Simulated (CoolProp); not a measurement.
The numbers come from the reference Helmholtz-energy equation of state, Zhou 2014 in CoolProp.

Q: Give the vapour pressure (MPa), liquid cp (kJ/(kg K)), vapour viscosity (µPa s) of saturated cyclohexane at 462.3, 514.5 K.

A: 
| T (K) | p (MPa) | liquid cp (kJ/(kg K)) | vapour viscosity (µPa s) |
|---|---|---|---|
| 462.3 | 1.13 | 2.78 | 11.0 |
| 514.5 | 2.46 | 3.44 | 13.9 |

Viscosity comes from a separate model (Tariq 2014).
